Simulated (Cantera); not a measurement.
A closed system holds: 1 mol CH3F, 0.065 mol F2, 0.21 mol H2, at 7.00 mbar.

Cantera equilibrium calculation (NASA polynomials, part measured and part estimated; ideal gas, pure solids and liquids). Candidate condensed phases: C, C6H6, C7H8, C8H18; 95 gas species. The numbers say what is thermodynamically allowed, not how fast it happens.

x: gas mole fraction; n: condensed amount in mol.

```json
[
 {"T (K)": "2623", "x H": "0.272", "x HF": "0.427", "x H2": "0.293", "x C3": "0.000439", "x F": "0.00113", "x C": "0.000119", "x C2": "4.14e-5", "n C(graphite)": "0.966"},
 {"T (K)": "2723", "x H": "0.355", "x HF": "0.404", "x H2": "0.229", "x C3": "0.00170", "x F": "0.00223", "x C": "0.000396", "x C2": "0.000164", "n C(graphite)": "0.944"},
 {"T (K)": "2823", "x H": "?", "x HF": "0.379", "x H2": "?", "x C3": "?", "x F": "?", "x C": "?", "x C2": "?", "n C(graphite)": "0.889"},
 {"T (K)": "2923", "x H": "0.496", "x HF": "?", "x H2": "?", "x C3": "?", "x F": "?", "x C": "?", "x C2": "?", "n C(graphite)": "?"},
 {"T (K)": "3023", "x H": "0.525", "x HF": "0.307", "x H2": "0.0672", "x C3": "0.0568", "x F": "0.0155", "x C": "0.00900", "x C2": "0.00580", "n C(graphite)": "0.229"},
 {"T (K)": "3123", "x H": "0.552", "x HF": "0.272", "x H2": "0.0413", "x C3": "0.0689", "x F": "0.0278", "x C": "0.0169", "x C2": "0.00943", "n C(graphite)": "0"},
 {"T (K)": "3223", "x H": "0.578", "x HF": "0.237", "x H2": "0.0262", "x C3": "0.0614", "x F": "0.0472", "x C": "0.0278", "x C2": "0.0122", "n C(graphite)": "0"}
]
```

Task: What belongs in the gaps?

Result: 
- 2823, x H: 0.433
- 2823, x H2: 0.167
- 2823, x C3: 0.00597
- 2823, x F: 0.00432
- 2823, x C: 0.00121
- 2823, x C2: 0.000586
- 2923, x HF: 0.349
- 2923, x H2: 0.112
- 2923, x C3: 0.0192
- 2923, x F: 0.00828
- 2923, x C: 0.00341
- 2923, x C2: 0.00192
- 2923, n C(graphite): 0.727
